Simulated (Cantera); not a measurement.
Iron carbonyl, mercury and lead vapours: Pb + CO + H₂

A closed system holds: 1 mol Pb, 2.9 mol CO, 0.89 mol H₂, equilibrated at 1000 Pa.

Cantera equilibrium calculation (NASA polynomials, part measured and part estimated; ideal gas, pure solids and liquids). Candidate condensed phases: C, C₆H₆, C₇H₈, C₈H₁₈, H₂O, Pb, PbO, PbO₂, Pb₃O₄; 113 gas species. The numbers say what is thermodynamically allowed, not how fast it happens.

From 1023 K to 1223 K the condensed part is C(graphite) + Pb(l). From 1323 K to 1623 K nothing is condensed. The main Pb-bearing gas is Pb throughout.

```csv
T (K),x CO,x H₂,x Pb,x CO₂,x H₂O,x H,x CH₄,n C(graphite),n Pb(l)
1023,0.760,0.234,0.00267,0.00207,0.000488,2.00e-8,4.12e-5,0.00953,0.990
1123,0.751,0.231,0.0183,0.000340,0.000114,2.04e-7,1.56e-5,0.00169,0.929
1223,0.696,0.213,0.0908,6.66e-5,2.98e-5,1.39e-6,6.07e-6,0.000376,0.622
1323,0.605,0.186,0.209,1.45e-5,8.25e-6,6.84e-6,2.35e-6,0,0
1423,0.605,0.186,0.209,4.99e-6,3.47e-6,2.86e-5,1.31e-6,0,0
1523,0.605,0.186,0.209,2.26e-6,1.86e-6,9.96e-5,7.00e-7,0,0
1623,0.605,0.186,0.209,1.79e-6,1.70e-6,0.000298,2.55e-7,0,0
```
x: gas mole fraction; n: condensed amount in mol.
